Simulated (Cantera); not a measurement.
An isothermal, constant-pressure homogeneous reactor starts with C3H8 : H2 : H2O = 1 : 1.6 : 0.0053 (molar parts), at 1375 K and 9.75 Torr.

Cantera simulation using GRI-Mech 3.0 (53 species, 325 reactions); the numbers are that mechanism's predictions, not measurements. GRI-Mech 3.0 was tuned for natural gas; its chemistry of propane as a main component is partial and can be far from experiment. GRI-Mech 3.0 stops at C3 and has no aromatics, soot or wall deposition, so with more carbon than oxygen in the feed, carbon stays in small species such as C2H2 where larger ones or solid carbon would form. Radical loss at walls, strong at low pressure, is not modelled.

Q: Predict: x(C3H8) at 10.0 s; x(H2) at 10.0 s; x(CH4) at 10.0 s; x(C2H4) at 10.0 s; x(H) at 10.0 s; x(C2H6) at 10.0 s; x(C2H) at 10.0 s.

A: 
| Quantity | Value |
|---|---|
| x(C3H8) at 10.0 s | 1.59e-9 (gas-phase equilibrium 7.11e-11) |
| x(H2) at 10.0 s | 0.591 (gas-phase equilibrium 0.720) |
| x(CH4) at 10.0 s | 0.182 (gas-phase equilibrium 0.0150) |
| x(C2H4) at 10.0 s | 0.00241 (gas-phase equilibrium 0.00270) |
| x(H) at 10.0 s | 1.10e-5 (gas-phase equilibrium 2.57e-5) |
| x(C2H6) at 10.0 s | 1.49e-5 (gas-phase equilibrium 6.17e-7) |
| x(C2H) at 10.0 s | 3.35e-9 (gas-phase equilibrium 7.53e-9) |
